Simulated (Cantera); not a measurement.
Equilibrium for halide evaporation, hydrolysis and transport: FeCl3 + H2

A closed system holds: 1 mol FeCl3, a varied amount of H2, held at 14.0 mbar.

These are equilibrium values from Cantera (NASA tables, ideal gas, pure condensed phases), not measurements of a reactor. Candidate condensed phases: Fe, FeCl2, FeCl3; 11 gas species. The numbers say what is thermodynamically allowed, not how fast it happens.

Stable condensed phases:

```
T in °C \ n(H2) in mol
         0.35 0.57 0.93  1.5  2.4  3.9  6.4   10   17
   1827     A    A    A    A    A    A    A    A    A
   1727     A    A    A    A    A    B    B    B    B
   1627     A    A    A    A    B    B    B    B    B
   1527     A    A    A    A    B    B    B    B    B
   1427     A    A    A    A    B    B    B    B    B
   1327     A    A    A    B    B    B    B    B    B
   1227     A    A    A    B    B    B    B    B    B
   1127     A    A    A    B    B    B    B    B    B
   1027     A    A    A    B    B    B    B    B    B
    927     A    A    B    B    B    B    B    B    B
    827     A    A    B    B    B    B    B    B    B
    727     A    A    B    B    B    B    B    B    B
    627     C    C    D    D    B    B    B    B    B
    527     C    C    C    C    C    D    D    B    B
```

A: gas only; B: Fe; C: FeCl2; D: Fe + FeCl2.
